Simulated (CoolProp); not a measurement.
A simple Rankine cycle with n-hexane: condensing at 317.15 K, boiler at 1.78 MPa, turbine inlet 512.4 K, turbine efficiency 0.85, pump efficiency 0.6, no recuperator. Each further row changes one setting.

Computed with CoolProp (reference Helmholtz-energy equation of state, Thol 2019).

| case | thermal efficiency (%) | net work (kJ/kg) | heat in (kJ/kg) | turbine exit temperature (K) | volume ratio over the turbine |
|---|---|---|---|---|---|
| as stated | 17.4 | 128 | 735 | 441.4 | 45.8 |
| turbine inlet 532.4 K | 17.1 | 136 | 793 | 462.7 | 44.1 |
| condensing temperature 309.15 K | 18.4 | 139 | 754 | 436.6 | 61.8 |
| boiler pressure 1.25 MPa | 16.1 | 121 | 751 | 451.4 | 29.8 |
| turbine efficiency 0.75 | 15.3 | 113 | 735 | 448.1 | 46.5 |
